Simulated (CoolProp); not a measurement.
Vapour-liquid equilibrium of CHF3 (R23) (1) + R227EA (2) at 90 kPa; x and y are mole fractions of (1).

Model: multi-fluid Helmholtz-energy mixture model, Penoncello 2003 and Lemmon 2016; pair parameters Bell 2016, in CoolProp.

```
x     bubble temperature (°C)  y at the bubble point  dew temperature at overall composition x (°C)  liquid density (mol/L)
----  -----------------------  ---------------------  ---------------------------------------------  ----------------------
0.05                    -32.7                  0.490                                     (withheld)                   9.656
0.15                    -51.3                  0.835                                          -22.6                   10.59
0.25                    -62.0                  0.927                                          -25.2                   11.46
0.35                    -68.6                  0.960                                          -28.0              (withheld)
0.45                    -72.9             (withheld)                                     (withheld)                   13.26
0.55                    -75.8             (withheld)                                          -35.0                   14.26
0.65                    -78.1                  0.988                                          -39.4                   15.37
0.75                    -79.9                  0.992                                     (withheld)                   16.64
0.85                    -81.6                  0.995                                          -52.6                   18.09
0.95                    -83.2                  0.998                                          -66.4                   19.79
```

Problem. What belongs in the gaps?

Solution. 
- 0.05, dew temperature at overall composition x (°C): -20.2
- 0.35, liquid density (mol/L): 12.33
- 0.45, y at the bubble point: 0.975
- 0.45, dew temperature at overall composition x (°C): -31.3
- 0.55, y at the bubble point: 0.983
- 0.75, dew temperature at overall composition x (°C): -45.0

No azeotrope shows between x = 0.05 and 0.95.

The pair parameters rest on a limited set of measurements; away from them the model extrapolates. The gap from Raoult's law changes sign with composition, which may be real or a fault of the pair parameters; it wasn't checked against measurements.
